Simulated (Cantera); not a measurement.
A Cantera script and what it prints.

```python
import numpy as np
import cantera as ct

gas_names = """
    CL CLO CL2 Fe FeCL FeCL2 FeCL3 FeO Fe(OH)2 Fe2CL4 Fe2CL6 H HCL HOCL HO2 H2 H2O H2O2 O OH O2 O3
""".split()
cond_names = """
    Fe(a) Fe(c) Fe(d) Fe(L) FeCL2(s) FeCL2(L) FeCL3(s) FeCL3(L) FeO(s) FeO(L) Fe(OH)2(s) Fe(OH)3(s)
    Fe2O3(s) Fe3O4(s) H2O(s) H2O(L)
""".split()


# ... load() reads the species with a 1 bar reference pressure and builds the phases ...
atoms = {
    'FeCl2': {'Fe': 1, 'CL': 2},
    'H2O': {'H': 2, 'O': 1},
    'H2': {'H': 2},
}
top_T = {'Fe2O3(s)': 1830, 'Fe3O4(s)': 1870}  # K; cautious upper limits of use, not melting points


# ... equilibrate(T, P, feed) seeds the gas with the atoms and calls Mixture.equilibrate('TP', solver="vcs", rtol=1e-11, max_steps=5000) ...
results = []
feed = {'FeCl2': 1, 'H2O': 0.48, 'H2': 43}  # mol
P = 133.322  # Pa
for T in [1023, 1123, 1223, 1323, 1423, 1523, 1623, 1723, 1823, 1923, 2023, 2123, 2223]:
    mix = equilibrate(T, P, feed)
    results.append((T, P, feed, dict(zip(mix.species_names, mix.species_moles))))

top = {s: max(r[3][s] / sum(r[3][g] for g in gas_names) for r in results) for s in gas_names}
cols = sorted((s for s in top if top[s] > 0.001), key=lambda s: -top[s])[:5]
seen = [c for c in cond_names if any(r[3].get(c, 0) > 1e-12 for r in results)]
print("log10 of partial pressures in bar; condensed amounts in mol")
print(f"{'T/K':>10s}" + "".join(f"{s[:9]:>10s}" for s in cols + seen))
for T, P, feed, n in results:
    ng = sum(n[g] for g in gas_names)
    print(f"{T:10.4g}" + "".join(f"{np.log10(max(n[s] / ng * P / 1e5, 1e-99)):10.3f}" for s in cols)
          + "".join(f"{n.get(c, 0):10.4g}" for c in seen))
```

It prints:

```
log10 of partial pressures in bar; condensed amounts in mol
       T/K        H2         H       HCL        Fe       H2O     Fe(a)     Fe(c)     Fe(d)
      1023    -2.900    -9.833    -4.230   -13.348    -4.842     0.982         0         0
      1123    -2.900    -8.821    -4.234   -11.507    -4.842    0.9736         0         0
      1223    -2.900    -7.972    -4.238    -9.976    -4.842         0    0.9645         0
      1323    -2.900    -7.250    -4.242    -8.682    -4.842         0    0.9548         0
      1423    -2.900    -6.627    -4.247    -7.574    -4.842         0    0.9441         0
      1523    -2.900    -6.086    -4.252    -6.615    -4.842         0     0.927         0
      1623    -2.901    -5.611    -4.258    -5.777    -4.843         0    0.8695         0
      1723    -2.904    -5.191    -4.266    -5.040    -4.846         0         0    0.6089
      1823    -2.914    -4.820    -4.267    -4.564    -4.854         0         0         0
      1923    -2.920    -4.486    -4.255    -4.548    -4.858         0         0         0
      2023    -2.932    -4.187    -4.264    -4.547    -4.866         0         0         0
      2123    -2.952    -3.921    -4.287    -4.555    -4.879         0         0         0
      2223    -2.986    -3.686    -4.327    -4.570    -4.902         0         0         0
```

Method: chemical equilibrium by Gibbs-energy minimisation in Cantera with the NASA 1993 tables (ideal gas, pure condensed phases).
